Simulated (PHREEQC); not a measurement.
**Alkaline etch or developer: speciation**

Dissolve 0.00099 mol/kgw NaOH, 0.00011 mol/kgw NaAlO2 and 0.013 mol/kgw Na2CO3 at 25 °C. Closed to the air; pH follows from the charge balance.

The numbers come from PHREEQC with the ion-association model, phreeqc.dat.

Each row changes one thing in this solution. No solid was allowed to form.

```tsv
case	pH	ionic strength (mol/kgw)	Na+ (mol/kgw)	Al(OH)3 (mol/kgw)	SI of Gibbsite (Al(OH)3)
as made	11.18	0.0345	0.0247	3.21e-10	-0.66
0.00015 mol/kgw NaHCO3 added	?	0.0347	0.0249	3.39e-10	-0.64
Na2CO3 left out	10.97	0.00110	0.00110	5.97e-10	-0.39
diluted 10-fold with water	10.63	0.00357	0.00267	1.27e-10	?
0.00039 mol/kgw HBr added	11.12	0.0345	0.0248	3.74e-10	-0.59
Na2CO3 replaced by NaBr at the same molality	?	0.0141	0.0141	5.97e-10	-0.39
0.0032 mol/kgw NaCl added	11.18	0.0374	0.0278	3.24e-10	-0.66
temperature from 25 to 70 °C	10.22	0.0250	0.0207	9.97e-10	-1.51
0.0025 mol/kgw NaCl added	11.18	0.0368	0.0271	3.23e-10	-0.66
```

Q: What belongs in the gaps?

A: 
- 0.00015 mol/kgw NaHCO3 added, pH: 11.16
- diluted 10-fold with water, SI of Gibbsite (Al(OH)3): -1.07
- Na2CO3 replaced by NaBr at the same molality, pH: 10.94

At this temperature some constants are extrapolated from 25 °C, and those without enthalpy data are left unchanged.
